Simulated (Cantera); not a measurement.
Hydrogen reduction and annealing atmospheres: Fe2O3 + H2

A closed system holds: 1 mol Fe2O3, 76 mol H2, at 100000 Pa.

These are equilibrium values from Cantera (NASA tables, ideal gas, pure condensed phases), not measurements of a reactor. Candidate condensed phases: Fe, FeO, Fe(OH)2, Fe(OH)3, Fe2O3, Fe3O4, H2O; 12 gas species. Rates play no part.

From 1100 °C to 1350 °C the condensed part is Fe(γ). From 1400 °C to 1500 °C the condensed part is Fe(δ). From 1550 °C to 1600 °C the condensed part is Fe(l). The main Fe-bearing gas is Fe(OH)2 at 1100 °C and Fe at 1600 °C.

```json
[
 {"T (°C)": "1100", "x H2": "0.961", "x H2O": "0.0395", "x H": "3.26e-6", "x Fe": "7.80e-9", "x OH": "2.39e-9", "n Fe(γ)": "2.00", "n Fe(δ)": "0", "n Fe(l)": "0"},
 {"T (°C)": "1150", "x H2": "0.961", "x H2O": "0.0395", "x H": "6.51e-6", "x Fe": "2.67e-8", "x OH": "5.81e-9", "n Fe(γ)": "2.00", "n Fe(δ)": "0", "n Fe(l)": "0"},
 {"T (°C)": "1200", "x H2": "0.961", "x H2O": "0.0395", "x H": "1.24e-5", "x Fe": "8.36e-8", "x OH": "1.33e-8", "n Fe(γ)": "2.00", "n Fe(δ)": "0", "n Fe(l)": "0"},
 {"T (°C)": "1250", "x H2": "0.961", "x H2O": "0.0395", "x H": "2.27e-5", "x Fe": "2.43e-7", "x OH": "2.87e-8", "n Fe(γ)": "2.00", "n Fe(δ)": "0", "n Fe(l)": "0"},
 {"T (°C)": "1300", "x H2": "0.960", "x H2O": "0.0395", "x H": "3.98e-5", "x Fe": "6.57e-7", "x OH": "5.91e-8", "n Fe(γ)": "2.00", "n Fe(δ)": "0", "n Fe(l)": "0"},
 {"T (°C)": "1350", "x H2": "0.960", "x H2O": "0.0395", "x H": "6.77e-5", "x Fe": "1.67e-6", "x OH": "1.17e-7", "n Fe(γ)": "2.00", "n Fe(δ)": "0", "n Fe(l)": "0"},
 {"T (°C)": "1400", "x H2": "0.960", "x H2O": "0.0395", "x H": "0.000112", "x Fe": "4.01e-6", "x OH": "2.21e-7", "n Fe(γ)": "0", "n Fe(δ)": "2.00", "n Fe(l)": "0"},
 {"T (°C)": "1450", "x H2": "0.960", "x H2O": "0.0395", "x H": "0.000179", "x Fe": "9.13e-6", "x OH": "4.03e-7", "n Fe(γ)": "0", "n Fe(δ)": "2.00", "n Fe(l)": "0"},
 {"T (°C)": "1500", "x H2": "0.960", "x H2O": "0.0395", "x H": "0.000279", "x Fe": "1.98e-5", "x OH": "7.10e-7", "n Fe(γ)": "0", "n Fe(δ)": "2.00", "n Fe(l)": "0"},
 {"T (°C)": "1550", "x H2": "0.960", "x H2O": "0.0395", "x H": "0.000425", "x Fe": "4.07e-5", "x OH": "1.21e-6", "n Fe(γ)": "0", "n Fe(δ)": "0", "n Fe(l)": "2.00"},
 {"T (°C)": "1600", "x H2": "0.960", "x H2O": "0.0395", "x H": "0.000632", "x Fe": "7.91e-5", "x OH": "2.02e-6", "n Fe(γ)": "0", "n Fe(δ)": "0", "n Fe(l)": "1.99"}
]
```
x: gas mole fraction; n: condensed amount in mol.
